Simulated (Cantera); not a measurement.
**Equilibrium for silicon nitride deposition: SiHCl3 + N2 + H2 + NH3**

Charge: 1 mol SiHCl3, 0.69 mol N2, 1 mol H2, 3.3 mol NH3, held at 72.0 Pa.

Cantera equilibrium calculation (NASA polynomials, part measured and part estimated; ideal gas, pure solids and liquids). Candidate condensed phases: NH4Cl, Si, Si3N4; 28 gas species. The tables' values for SiCl3, SiCl are old estimates; treat these amounts as uncertain. The numbers say what is thermodynamically allowed, not how fast it happens.

```tsv
T (K)	log p H2	log p HCl	log p N2	log p SiCl2	log p H	log p SiCl4	log p SiCl3	n Si3N4(s)	n Si(s)
1050	-3.43	-3.66	-3.90	-7.60	-9.80	-5.80	-7.33	0.326	0
1100	-3.43	-3.66	-3.90	-7.00	-9.30	-5.87	-7.00	0.326	0
1150	-3.43	-3.66	-3.90	-6.45	-8.84	-5.93	-6.71	0.326	0
1200	-3.43	-3.66	-3.90	-5.96	-8.42	-6.01	-6.45	0.322	0
1250	-3.43	-3.67	-3.89	-5.52	-8.03	-6.10	-6.24	0.314	0
1300	-3.42	-3.69	-3.89	-5.14	-7.67	-6.24	-6.08	0.295	0
1350	-3.42	-3.73	-3.87	-4.84	-7.33	-6.45	-5.99	0.261	0
1400	-3.41	-3.78	-3.85	-4.61	-7.02	-6.74	-5.98	0.214	0
1450	-3.40	-3.85	-3.84	-4.44	-6.73	-7.09	-6.05	0.159	0
1500	-3.39	-3.94	-3.82	-4.31	-6.45	-7.50	-6.16	0.104	0
1550	-3.39	-4.03	-3.80	-4.23	-6.20	-7.94	-6.31	0.0527	0
1600	-3.39	-4.07	-3.79	-4.21	-5.96	-8.30	-6.45	0	0.111
1650	-3.39	-4.07	-3.79	-4.21	-5.74	-8.59	-6.57	0	0.101
```
log p: log10 of the partial pressure in bar; n: condensed amount in mol.

From 1050 K to 1550 K the condensed part is Si3N4(s). From 1600 K to 1650 K the condensed part is Si(s). The main Si-bearing gas is SiCl4 at 1050 K and SiCl2 at 1650 K. The share of Si in condensed phases is highest at 1100 K (97.9 %) and lowest at 1650 K (10.1 %).
